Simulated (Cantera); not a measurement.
Charge: 1 mol SiCl4, 2.8 mol CH4, a varied amount of H2, at 1802 °C and 13.3 mbar.

These are equilibrium values from Cantera (NASA tables, ideal gas, pure condensed phases), not measurements of a reactor. Candidate condensed phases: C, C6H6, C7H8, C8H18, Si, SiC; 109 gas species. The tables' values for SiCl are old estimates; treat these amounts as uncertain. Gases not in the tables: Si2H6 and higher silanes. The numbers say what is thermodynamically allowed, not how fast it happens.

### Question
At 390 mol H2, list the 6 most abundant gas species with their mole fractions, and the condensed phases.

### Answer
H2 0.966, H 0.0227, HCl 0.00973, C2H2 (acetylene) 0.00120, Si 0.000547, Cl 0.000169. Condensed: C(graphite) + SiC(s).
